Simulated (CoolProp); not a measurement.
Vapour-liquid equilibrium of ethane (1) + propylene (2) at 270.5 K; x and y are mole fractions of (1).

Values from CoolProp's multi-fluid Helmholtz-energy mixture model, Bücker 2006 and Lemmon 2013; pair parameters Bell 2016.

```tsv
x	bubble pressure, mixture model (bar)	bubble pressure, Raoult's law (bar)	y, mixture model	y, Raoult's law
0.05	6.189	6.241	0.156	0.179
0.2	[?]	8.789	[?]	0.509
0.35	[?]	11.34	0.629	0.691
0.5	13.32	13.88	0.749	0.806
0.65	15.82	16.43	0.840	0.885
0.8	[?]	18.98	0.914	0.943
0.95	21.35	21.52	0.979	0.987
```

**Question.** Some entries are withheld; supply them.

**Answer.** 
- 0.2, bubble pressure, mixture model (bar): 8.555
- 0.2, y, mixture model: 0.454
- 0.35, bubble pressure, mixture model (bar): 10.92
- 0.8, bubble pressure, mixture model (bar): 18.47

The largest gap from Raoult's law is -4.0 % in bubble pressure, at x = 0.5. No azeotrope shows between x = 0.05 and 0.95.

The pair parameters rest on a limited set of measurements; away from them the model extrapolates.
